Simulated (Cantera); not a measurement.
Feed: 1 mol Si, 3.9 mol NF₃, held at 0.280 bar.

Cantera equilibrium calculation (NASA polynomials, part measured and part estimated; ideal gas, pure solids and liquids). Candidate condensed phases: Si, Si₃N₄; 16 gas species. Kinetics and transport are ignored. All values below are at 1525 K.

Base state: F 0.704, N₂ 0.186, SiF₄ 0.0953, F₂ 0.0150 (mole fractions); condensed: gas only.

Q: What changes in the equilibrium state with this change: pressure from 0.280 bar to 1.33 mbar?

A: 
| species | before | after |
|---|---|---|
| F | 0.704 | 0.723 |
| N₂ | 0.186 | 0.183 |
| SiF₄ | 0.0953 | 0.0939 |
| F₂ | 0.0150 | 7.53e-5 |
